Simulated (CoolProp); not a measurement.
Vapour-liquid equilibrium of R1234yf (1) + R227EA (2) at 20.25 °C; x and y are mole fractions of (1).

The numbers come from the multi-fluid Helmholtz-energy mixture model, Lemmon 2022 and Lemmon 2016; pair parameters Bell 2016 in CoolProp.

Give the bubble pressure and the first vapour's composition at x = 0.55, 0.85, 0.95. Is there an azeotrope?

x = 0.55: 0.5040 MPa, y = 0.633; x = 0.85: 0.5650 MPa, y = 0.888; x = 0.95: 0.5857 MPa, y = 0.964. No azeotrope shows between x = 0.05 and 0.95.

The pair parameters rest on a limited set of measurements; away from them the model extrapolates.
